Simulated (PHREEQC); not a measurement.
1 kg of water holding 0.068 mol/kgw NaCl and 0.32 mol/kgw KCl is evaporated at 25 °C; the solids stay in contact with the brine. No CO2 enters from the air. Solids allowed: Halite, Sylvite. Others were left out.

The numbers come from PHREEQC with the Pitzer model, pitzer.dat.

| water left (kg) | ionic strength | water activity | Sylvite (mol) | Halite (mol) |
|---|---|---|---|---|
| 1 | 0.388 | 0.987 | 0 | 0 |
| 0.8219 | 0.472 | 0.985 | 0 | 0 |
| 0.6755 | 0.574 | 0.981 | 0 | 0 |
| 0.4563 | 0.850 | 0.973 | 0 | 0 |
| 0.375 | 1.03 | 0.967 | 0 | 0 |
| 0.3082 | 1.26 | 0.960 | 0 | 0 |
| 0.2533 | 1.53 | 0.951 | 0 | 0 |
| 0.1711 | 2.27 | 0.927 | 0 | 0 |
| 0.1407 | 2.76 | 0.911 | 0 | 0 |
| 0.1156 | 3.36 | 0.890 | 0 | 0 |
| 0.09502 | 4.08 | 0.865 | 0 | 0 |
| 0.06418 | 5.19 | 0.825 | 0.0548 | 0 |
| 0.05275 | 5.28 | 0.821 | 0.109 | 0 |
| 0.04335 | 5.40 | 0.815 | 0.154 | 0 |
| 0.03564 | 5.55 | 0.808 | 0.190 | 0 |
| 0.0293 | 5.73 | 0.799 | 0.220 | 0 |
| 0.01979 | 6.27 | 0.772 | 0.264 | 0 |
| 0.01627 | 6.66 | 0.751 | 0.280 | 0 |
| 0.01337 | 7.18 | 0.723 | 0.292 | 0 |
| 0.01099 | 7.20 | 0.722 | 0.297 | 0.0119 |
| 0.007426 | 7.20 | 0.722 | 0.304 | 0.0301 |
| 0.006093 | 7.20 | 0.722 | 0.307 | 0.0369 |
| 0.005012 | 7.20 | 0.722 | 0.310 | 0.0424 |

Sylvite from water left = 0.06418 kg; Halite from water left = 0.01099 kg.
